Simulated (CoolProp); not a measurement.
c-C4F8 (RC318) along the isotherm 425 K: fugacity coefficient from the reference equation and from simpler models built on Tc = 388.4 K, pc = 2.778 MPa, ω = 0.355; each cubic takes its own stable root.

Values from CoolProp's reference Helmholtz-energy equation of state, Platzer 1990. This equation is an older, rougher fit; its heat capacities, sound speeds and derivatives of the liquid may be far off and weren't checked against measurements.

```csv
p (MPa),phase,reference,van der Waals,Redlich-Kwong,Soave-Redlich-Kwong,Peng-Robinson
0.022,gas,0.9981,0.9981,0.9979,0.9981,0.9978
0.039,gas,0.9966,0.9967,0.9963,0.9966,0.9961
0.0694,gas,0.9940,0.9941,0.9935,0.9939,0.9930
0.123,gas,0.9894,0.9895,0.9884,0.9892,0.9877
0.22,gas,0.9811,0.9812,0.9793,0.9807,0.9780
0.39,gas,0.9665,0.9667,0.9635,0.9659,0.9612
0.694,gas,0.9408,0.9409,0.9355,0.9397,0.9317
1.23,gas,0.8958,0.8956,0.8870,0.8945,0.8811
2.2,gas,0.8162,0.8138,0.8016,0.8151,0.7942
3.9,supercritical,0.6807,0.6636,0.6566,0.6834,0.6551
6.94,supercritical,0.4961,0.4854,0.4757,0.5124,0.4818
```
